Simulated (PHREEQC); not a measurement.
Solution (20 °C): 2.9 mmol/kgw HF, 9.4 mmol/kgw NH4F, 0.08 mmol/kgw H4SiO4 and 0.11 mmol/kgw H2SO4. Closed to the air; pH follows from the charge balance.

All values are PHREEQC results (ion-association model, phreeqc.dat), not measurements.

Each row changes one thing in this solution. This is a speciation only: nothing precipitates in the calculation.

```json
[
 {"case": "as made", "pH": "3.66", "ionic strength (mol/kgw)": "0.00981", "F- (mol/kgw)": "0.00918", "HF (mol/kgw)": "0.00248", "SO4-2 (mol/kgw)": "0.000101", "HF2- (mol/kgw)": "8.36e-5"},
 {"case": "H4SiO4 replaced by Na2SiF6 at the same molality", "pH": "3.62", "ionic strength (mol/kgw)": "0.00999", "F- (mol/kgw)": "0.00935", "HF (mol/kgw)": "0.00276", "SO4-2 (mol/kgw)": "0.000100", "HF2- (mol/kgw)": "9.50e-5"},
 {"case": "HF from 0.0029 to 0.0145 mol/kgw", "pH": "(withheld)", "ionic strength (mol/kgw)": "0.0107", "F- (mol/kgw)": "0.00974", "HF (mol/kgw)": "0.0128", "SO4-2 (mol/kgw)": "9.58e-5", "HF2- (mol/kgw)": "0.000458"},
 {"case": "H4SiO4 left out", "pH": "3.62", "ionic strength (mol/kgw)": "(withheld)", "F- (mol/kgw)": "0.00935", "HF (mol/kgw)": "0.00276", "SO4-2 (mol/kgw)": "0.000100", "HF2- (mol/kgw)": "9.50e-5"},
 {"case": "NH4F from 0.0094 to 0.047 mol/kgw", "pH": "(withheld)", "ionic strength (mol/kgw)": "0.0472", "F- (mol/kgw)": "0.0463", "HF (mol/kgw)": "0.00235", "SO4-2 (mol/kgw)": "8.58e-5", "HF2- (mol/kgw)": "(withheld)"},
 {"case": "diluted 10-fold with water", "pH": "3.89", "ionic strength (mol/kgw)": "(withheld)", "F- (mol/kgw)": "0.00105", "HF (mol/kgw)": "0.000178", "SO4-2 (mol/kgw)": "1.08e-5", "HF2- (mol/kgw)": "6.89e-7"}
]
```

### Question
Some entries are withheld; supply them.

### Answer

- HF from 0.0029 to 0.0145 mol/kgw, pH: 2.97
- H4SiO4 left out, ionic strength (mol/kgw): 0.00975
- NH4F from 0.0094 to 0.047 mol/kgw, pH: 4.34
- NH4F from 0.0094 to 0.047 mol/kgw, HF2- (mol/kgw): 0.000400
- diluted 10-fold with water, ionic strength (mol/kgw): 0.00108

Complexes and solids missing from the database can't appear. SiF6-2 is the database's only silicon fluoride.
